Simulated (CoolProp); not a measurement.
o-xylene at several states: Z from the reference equation and from simpler models built on Tc = 630.3 K, pc = 37.37 bar, ω = 0.312; each cubic takes its own stable root.

Computed with CoolProp (reference Helmholtz-energy equation of state, Zhou 2012).

```json
[
 {"T (K)": "582.9", "p (bar)": "23.4", "phase": "liquid", "reference": "0.09292"},
 {"T (K)": "363.1", "p (bar)": "41", "phase": "liquid", "reference": "0.1750"},
 {"T (K)": "305.7", "p (bar)": "21.5", "phase": "liquid", "reference": "0.1031"},
 {"T (K)": "611.7", "p (bar)": "1.36", "phase": "gas", "reference": "0.9848"}
]
```

Q: How far does each simpler model (Redlich-Kwong, Soave-Redlich-Kwong, Peng-Robinson) lie from the reference over these 4 states: mean and median of the absolute difference, and the worst?

A: 
- Redlich-Kwong: mean 152.9 %, median 16.6 %, worst +578.4 % at 582.9 K and 23.4 bar
- Soave-Redlich-Kwong: mean 12.3 %, median 13.3 %, worst +22.5 % at 582.9 K and 23.4 bar
- Peng-Robinson: mean 2.5 %, median 0.8 %, worst +8.4 % at 582.9 K and 23.4 bar

At some of these states Redlich-Kwong gives the other phase, because its saturation line lies elsewhere.
